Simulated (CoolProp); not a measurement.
Vapour-liquid equilibrium of carbon dioxide (1) + ethane (2) at 227 K; x and y are mole fractions of (1).

Computed with CoolProp (multi-fluid Helmholtz-energy mixture model, Span 1996 and Bücker 2006; pair parameters Kunz 2012).

Question: Give the bubble pressure and the first vapour's composition at x = 0.05, 0.575, 0.65. Is there an azeotrope?

Answer: x = 0.05: 0.7032 MPa, y = 0.131; x = 0.575: 1.009 MPa, y = 0.607; x = 0.65: 1.010 MPa, y = 0.637. y crosses x between x = 0.575 and 0.65: the model has an azeotrope there.

Pair parameters are fitted to limited data, so mixtures are less certain than the pure fluids.
